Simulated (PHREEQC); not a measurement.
Na2CO3 is added in steps, without added water, to 1 kg of water holding 2.3 mmol/kgw HF, 0.28 mmol/kgw Na2SO4 and 160 mmol/kgw KCl, at 20 °C. Oxygen alone is held at its pressure in air (log pO2 = -0.68). The system is closed to CO2. Solids allowed: Halite, Mirabilite, Nahcolite, Natron. Others were left out.

Base run: PHREEQC, ion-association model, wateq4f.dat. Each further column changes one thing. The table gives HF (mol/kgw).

| Na2CO3 added (mol) | base | KCl from 0.16 to 1.6 mol/kgw | KCl from 0.16 to 0.032 mol/kgw | no solid may form |
|---|---|---|---|---|
| 0 | 0.00109 | ? | 0.00119 | 0.00109 |
| 0.000425 | 0.000775 | ? | 0.000844 | 0.000775 |
| 0.0007438 | 0.000472 | 0.000344 | 0.000514 | 0.000472 |
| 0.001169 | 1.97e-5 | 1.61e-5 | 2.07e-5 | 1.97e-5 |
| 0.001488 | 1.49e-6 | 1.28e-6 | 1.54e-6 | 1.49e-6 |
| 0.001912 | 3.16e-7 | 2.73e-7 | ? | 3.16e-7 |
| 0.002231 | 4.59e-8 | 3.98e-8 | 4.66e-8 | 4.59e-8 |
| 0.002656 | 1.45e-9 | 1.32e-9 | 1.28e-9 | 1.45e-9 |
| 0.002975 | 7.77e-10 | 7.06e-10 | ? | 7.77e-10 |
| 0.0034 | 4.83e-10 | 4.37e-10 | 4.27e-10 | 4.83e-10 |

Question: What belongs in the gaps?

Answer: 
- 0, KCl from 0.16 to 1.6 mol/kgw: 0.000818
- 0.000425, KCl from 0.16 to 1.6 mol/kgw: 0.000570
- 0.001912, KCl from 0.16 to 0.032 mol/kgw: 3.28e-7
- 0.002975, KCl from 0.16 to 0.032 mol/kgw: 6.85e-10

 The ionic strength passes 0.7 mol/kgw, the rough limit of the ion-association models, in part of: KCl from 0.16 to 1.6 mol/kgw.
